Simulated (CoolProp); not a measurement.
Vapour-liquid equilibrium of CHF3 (R23) (1) + R134a (2) at 93.8 kPa; x and y are mole fractions of (1).

The numbers come from the multi-fluid Helmholtz-energy mixture model, Penoncello 2003 and Tillner-Roth 1994; pair parameters Bell 2016 in CoolProp.

Q: Give the bubble temperature and the first vapour's composition at x = 0.05, 0.425, 0.65. Is there an azeotrope?

A: x = 0.05: 236.6 K, y = 0.370; x = 0.425: 205.6 K, y = 0.938; x = 0.65: 197.6 K, y = 0.979. No azeotrope shows between x = 0.05 and 0.95.

The pair parameters rest on a limited set of measurements; away from them the model extrapolates.
